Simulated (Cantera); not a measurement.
Equilibrium for titanium nitride, carbide and oxide coatings: Ti(OiPr)4 + H2

Input: 1 mol Ti(OiPr)4, 1.2 mol H2.

These are equilibrium values from Cantera (NASA tables, ideal gas, pure condensed phases), not measurements of a reactor. Candidate condensed phases: C, C6H6, C7H8, C8H18, H2O, Ti, TiC, TiO, TiO2, Ti2O3, Ti3O5, Ti4O7; 113 gas species. The feed counts by its element totals alone. Mutual solubility and eutectic melting of coexisting phases are not modelled. TiC: taken at fixed stoichiometry. Condensed phases not in the tables: Magnéli phases beyond Ti4O7. Rates play no part.

Task: Map the stable condensed phases over T = 900, 950, 1000, 1050, 1100, 1150, 1200, 1250, 1300, 1350, 1400, 1450, 1500, 1550 °C and P in Pa = 10, 37, 140, 520, 1900, 7200, 27000, 100000.

Result: 
```
T in °C \ P in Pa
             10     37    140    520   1900   7200  27000 100000
   1550       A      A      A      A      A      A      A      A
   1500       A      A      A      A      A      A      A      A
   1450       A      A      A      A      A      A      A      A
   1400       A      A      A      A      A      A      A      A
   1350       A      A      A      A      A      A      A      A
   1300       A      A      A      A      A      A      A      A
   1250       A      A      A      A      A      A      A      A
   1200       A      A      A      A      A      A      A      B
   1150       A      A      A      A      A      A      A      C
   1100       A      A      A      A      A      A      B      C
   1050       A      A      A      A      A      A      C      D
   1000       A      A      A      A      A      C      C      D
    950       A      A      A      A      C      C      D      E
    900       A      A      A      B      C      D      E      E
```
A: C + TiC; B: C + TiC + Ti3O5; C: C + Ti3O5; D: C + Ti4O7; E: C + TiO2.
